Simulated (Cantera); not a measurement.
# Thermodynamics of silicon etching in halogen gases, feed Si + F2

Input: 1 mol Si, 3 mol F2, equilibrated at 0.00120 bar.

These are equilibrium values from Cantera (NASA tables, ideal gas, pure condensed phases), not measurements of a reactor. Candidate condensed phases: Si; 9 gas species. Equilibrium is a limit: real reactors are often held back by kinetics, nucleation or transport.

From 575 K to 1675 K nothing is condensed. The main Si-bearing gas is SiF4 throughout.

```json
[
 {"T (K)": "575", "log p F": "-5.77", "log p SiF4": "-3.22", "log p F2": "-3.22", "log p SiF3": "<-14"},
 {"T (K)": "675", "log p F": "-4.68", "log p SiF4": "-3.23", "log p F2": "-3.23", "log p SiF3": "<-14"},
 {"T (K)": "775", "log p F": "-3.90", "log p SiF4": "-3.25", "log p F2": "-3.30", "log p SiF3": "<-14"},
 {"T (K)": "875", "log p F": "-3.39", "log p SiF4": "-3.30", "log p F2": "-3.53", "log p SiF3": "<-14"},
 {"T (K)": "975", "log p F": "-3.16", "log p SiF4": "-3.37", "log p F2": "-4.08", "log p SiF3": "<-14"},
 {"T (K)": "1075", "log p F": "-3.11", "log p SiF4": "-3.39", "log p F2": "-4.80", "log p SiF3": "<-14"},
 {"T (K)": "1175", "log p F": "-3.10", "log p SiF4": "-3.40", "log p F2": "-5.47", "log p SiF3": "<-14"},
 {"T (K)": "1275", "log p F": "-3.10", "log p SiF4": "-3.40", "log p F2": "-6.04", "log p SiF3": "<-14"},
 {"T (K)": "1375", "log p F": "-3.10", "log p SiF4": "-3.40", "log p F2": "-6.54", "log p SiF3": "<-14"},
 {"T (K)": "1475", "log p F": "-3.10", "log p SiF4": "-3.40", "log p F2": "-6.97", "log p SiF3": "-13.47"},
 {"T (K)": "1575", "log p F": "-3.10", "log p SiF4": "-3.40", "log p F2": "-7.34", "log p SiF3": "-12.10"},
 {"T (K)": "1675", "log p F": "-3.10", "log p SiF4": "-3.40", "log p F2": "-7.67", "log p SiF3": "-10.89"}
]
```
log p: log10 of the partial pressure in bar; nothing condenses.
